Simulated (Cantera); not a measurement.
SiO₂ + H₂ + N₂ (hydrogen reduction and annealing atmospheres)

Feed: 1 mol SiO₂, 340 mol H₂, 12 mol N₂, held at 1.00 Torr.

Equilibrium computed with Cantera from the NASA thermochemical tables; the gas is ideal and each condensed phase is pure. Candidate condensed phases: H₂O, Si, SiO₂, Si₂N₂O, Si₃N₄; 35 gas species. N₂ is the only nitrogen source here; it is nearly inert below about 1500 K, so the nitride shown seldom forms there in practice. Mutual solubility and eutectic melting of coexisting phases are not modelled. The tables hold silica as quartz up to 1696 K and as liquid above; real silica turns to tridymite and cristobalite and melts near 1996 K. Equilibrium is a limit: real reactors are often held back by kinetics, nucleation or transport.

From 875 K to 1175 K the condensed part is SiO₂(β-quartz) + Si₂N₂O(s). From 1275 K to 1475 K the condensed part is SiO₂(β-quartz). From 1575 K to 2175 K nothing is condensed.

```tsv
T (K)	x H₂	x H	x N₂	x SiO	x H₂O	x OH	n SiO₂(β-quartz)	n Si₂N₂O(s)
875	0.966	1.35e-9	0.0341	<1e-12	2.49e-6	<1e-12	0.999	0.000292
975	0.966	3.08e-8	0.0341	1.48e-11	4.53e-6	<1e-12	0.999	0.000532
1075	0.966	3.95e-7	0.0341	5.12e-9	7.32e-6	<1e-12	0.998	0.000859
1175	0.966	3.30e-6	0.0341	6.46e-7	1.09e-5	<1e-12	0.997	0.00120
1275	0.966	1.98e-5	0.0341	2.38e-5	2.38e-5	5.69e-12	0.992	0
1375	0.966	9.22e-5	0.0341	0.000154	0.000154	2.65e-10	0.946	0
1475	0.964	0.000349	0.0341	0.000771	0.000771	7.31e-9	0.728	0
1575	0.959	0.00111	0.0340	0.00283	0.00283	1.20e-7	0	0
1675	0.957	0.00311	0.0339	0.00283	0.00283	4.45e-7	0	0
1775	0.953	0.00774	0.0339	0.00282	0.00282	1.43e-6	0	0
1875	0.943	0.0174	0.0337	0.00281	0.00280	4.04e-6	0	0
1975	0.925	0.0360	0.0334	0.00278	0.00277	1.03e-5	0	0
2075	0.893	0.0689	0.0328	0.00274	0.00271	2.39e-5	0	0
2175	0.840	0.123	0.0319	0.00266	0.00260	5.10e-5	0	0
```
x: gas mole fraction; n: condensed amount in mol.
